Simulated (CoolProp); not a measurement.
Sulfur hexafluoride along the isobar 185 bar: fugacity coefficient from the reference equation and from simpler models built on Tc = 318.7 K, pc = 37.55 bar, ω = 0.210; each cubic takes its own stable root.

Model: reference Helmholtz-energy equation of state, Guder 2009, in CoolProp.

```json
[
 {"T (K)": "245.9", "phase": "liquid", "reference": "0.05334"},
 {"T (K)": "279.5", "phase": "liquid", "reference": "0.1241"},
 {"T (K)": "313", "phase": "liquid", "reference": "0.2256"},
 {"T (K)": "346.6", "phase": "supercritical", "reference": "0.3470"},
 {"T (K)": "380.1", "phase": "supercritical", "reference": "0.4723"},
 {"T (K)": "413.6", "phase": "supercritical", "reference": "0.5885"},
 {"T (K)": "447.2", "phase": "supercritical", "reference": "0.6889"},
 {"T (K)": "480.7", "phase": "supercritical", "reference": "0.7715"},
 {"T (K)": "514.2", "phase": "supercritical", "reference": "0.8384"}
]
```

**Question.** How far does each simpler model (van der Waals, Redlich-Kwong, Peng-Robinson) lie from the reference over these 9 states: mean and median of the absolute difference, and the worst?

**Answer.** 
- van der Waals: mean 39.6 %, median 13.8 %, worst +180.8 % at 245.9 K and 185 bar
- Redlich-Kwong: mean 10.3 %, median 7.9 %, worst +32.8 % at 245.9 K and 185 bar
- Peng-Robinson: mean 4.2 %, median 4.1 %, worst -5.2 % at 245.9 K and 185 bar
